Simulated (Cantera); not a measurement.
# Premixed flame

A freely propagating, adiabatic, planar premixed flame of CH4 : O2 : N2 = 1 : 1.67 : 6.17 (molar parts), unburnt at 375 K and 9.40 bar; multicomponent+Soret transport, grid criteria slope 0.08 and curve 0.16, no radiation.

Cantera simulation using GRI-Mech 3.0 (53 species, 325 reactions); the numbers are that mechanism's predictions, not measurements. Burning velocities carry a grid error of a few per cent, more on coarse grids.

```json
[
 {"z (mm)": "-0.343", "T (K)": "375", "u (m/s)": "0.175", "x CH4": "0.113", "x O2": "0.189", "x C2H2": "1.24e-8", "x CH2": "<1e-8", "x NO": "<1e-8", "x C2H6": "1.48e-8"},
 {"z (mm)": "-0.229", "T (K)": "381", "u (m/s)": "0.178", "x CH4": "0.112", "x O2": "0.188", "x C2H2": "4.72e-7", "x CH2": "<1e-8", "x NO": "<1e-8", "x C2H6": "7.48e-7"},
 {"z (mm)": "-0.172", "T (K)": "408", "u (m/s)": "0.190", "x CH4": "0.109", "x O2": "0.187", "x C2H2": "3.66e-6", "x CH2": "<1e-8", "x NO": "3.33e-8", "x C2H6": "6.79e-6"},
 {"z (mm)": "-0.114", "T (K)": "575", "u (m/s)": "0.270", "x CH4": "0.0969", "x O2": "0.175", "x C2H2": "3.74e-5", "x CH2": "<1e-8", "x NO": "4.87e-7", "x C2H6": "8.59e-5"},
 {"z (mm)": "-0.0572", "T (K)": "1151", "u (m/s)": "0.550", "x CH4": "0.0608", "x O2": "0.120", "x C2H2": "0.000250", "x CH2": "<1e-8", "x NO": "9.07e-6", "x C2H6": "0.000657"},
 {"z (mm)": "-0.0286", "T (K)": "1594", "u (m/s)": "0.768", "x CH4": "0.0307", "x O2": "0.0711", "x C2H2": "0.000524", "x CH2": "8.89e-7", "x NO": "2.27e-5", "x C2H6": "0.000866"},
 {"z (mm)": "0", "T (K)": "1982", "u (m/s)": "0.962", "x CH4": "0.00608", "x O2": "0.0241", "x C2H2": "0.000818", "x CH2": "2.49e-5", "x NO": "4.05e-5", "x C2H6": "9.18e-5"},
 {"z (mm)": "0.0286", "T (K)": "2132", "u (m/s)": "1.03", "x CH4": "0.000444", "x O2": "0.00501", "x C2H2": "0.000210", "x CH2": "1.30e-5", "x NO": "6.61e-5", "x C2H6": "6.26e-7"},
 {"z (mm)": "0.0572", "T (K)": "2168", "u (m/s)": "1.05", "x CH4": "3.35e-5", "x O2": "0.00118", "x C2H2": "2.66e-5", "x CH2": "1.36e-6", "x NO": "8.28e-5", "x C2H6": "<1e-8"},
 {"z (mm)": "0.114", "T (K)": "2192", "u (m/s)": "1.06", "x CH4": "8.18e-7", "x O2": "0.000223", "x C2H2": "1.15e-6", "x CH2": "2.65e-8", "x NO": "9.37e-5", "x C2H6": "<1e-8"},
 {"z (mm)": "0.229", "T (K)": "2207", "u (m/s)": "1.06", "x CH4": "1.81e-8", "x O2": "5.71e-5", "x C2H2": "3.55e-8", "x CH2": "<1e-8", "x NO": "9.81e-5", "x C2H6": "<1e-8"},
 {"z (mm)": "0.458", "T (K)": "2214", "u (m/s)": "1.07", "x CH4": "<1e-8", "x O2": "1.78e-5", "x C2H2": "<1e-8", "x CH2": "<1e-8", "x NO": "9.93e-5", "x C2H6": "<1e-8"},
 {"z (mm)": "0.915", "T (K)": "2216", "u (m/s)": "1.07", "x CH4": "<1e-8", "x O2": "1.05e-5", "x C2H2": "<1e-8", "x CH2": "<1e-8", "x NO": "9.93e-5", "x C2H6": "<1e-8"}
]
```
x: mole fraction of selected species; z is measured from the peak of heat release.

| Property | Value |
|---|---|
| laminar burning velocity | 17.4 cm/s |
| thermal thickness | 0.114 mm |
| peak x(C2H2) | 0.000840 |
| peak x(CH2) | 2.93e-5 |
| peak x(C2H6) | 0.000919 |
| grid points | 133 |
